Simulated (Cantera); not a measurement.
What does this Cantera script print?

```python
import numpy as np
import cantera as ct

gas = ct.Solution("gri30.yaml")
gas.TPX = 673, 31000, {'CH4': 1, 'CO': 0.087, 'O2': 2.35, 'N2': 8.83}
inlet = ct.Reservoir(gas, clone=True)
gas.equilibrate("HP")  # start burning
reactor = ct.IdealGasConstPressureReactor(gas, energy="on", clone=False)
exhaust = ct.Reservoir(gas, clone=True)
tau = [0.027, 0.013, 0.0065, 0.0032, 0.0015, 0.00076, 0.00037, 0.00018, 8.9e-05][0]
for a, b in ((inlet, reactor), (reactor, exhaust)):
    ct.MassFlowController(a, b, mdot=lambda t: reactor.mass / tau)
net = ct.ReactorNet([reactor])
show = ['CH4', 'CO', 'O2', 'N2O', 'H2', 'C2H']

rows = []
print(f"{'tau/s':>10s}{'T/K':>9s}" + "".join(f"{s:>11s}" for s in show))
for tau in [0.027, 0.013, 0.0065, 0.0032, 0.0015, 0.00076, 0.00037, 0.00018, 8.9e-05]:
    net.initial_time = 0.0
    net.advance(30 * tau)
    before = gas.X
    net.advance(40 * tau)
    drift = np.max(np.abs(gas.X - before) / (gas.X + 1e-9))
    rows.append([gas.T, *gas[show].X, drift])
    print(f"{tau:10.3e}{gas.T:9.1f}" + "".join(f"{x:11.3e}" for x in gas[show].X))
```

Result:

```
     tau/s      T/K        CH4         CO         O2        N2O         H2        C2H
 2.700e-02   2211.3  1.062e-05  1.455e-02  3.135e-02  9.843e-08  5.521e-03  7.012e-12
 1.300e-02   2163.2  1.846e-05  1.740e-02  3.320e-02  7.946e-08  6.908e-03  1.448e-11
 6.500e-03   2107.8  3.154e-05  2.030e-02  3.512e-02  6.610e-08  8.450e-03  2.811e-11
 3.200e-03   2046.0  5.629e-05  2.317e-02  3.716e-02  5.682e-08  1.007e-02  5.822e-11
 1.500e-03   1979.2  1.097e-04  2.613e-02  3.944e-02  5.024e-08  1.167e-02  1.411e-10
 7.600e-04   1922.0  2.103e-04  2.903e-02  4.179e-02  4.614e-08  1.284e-02  3.529e-10
 3.700e-04   1865.4  4.502e-04  3.328e-02  4.526e-02  4.270e-08  1.377e-02  1.086e-09
 1.800e-04   1805.4  1.111e-03  4.062e-02  5.165e-02  3.839e-08  1.463e-02  4.210e-09
 8.900e-05    673.0  8.152e-02  7.092e-03  1.916e-01 -1.210e-21 -2.018e-15 -6.912e-39
```

Cantera simulation using GRI-Mech 3.0 (53 species, 325 reactions); the numbers are that mechanism's predictions, not measurements.
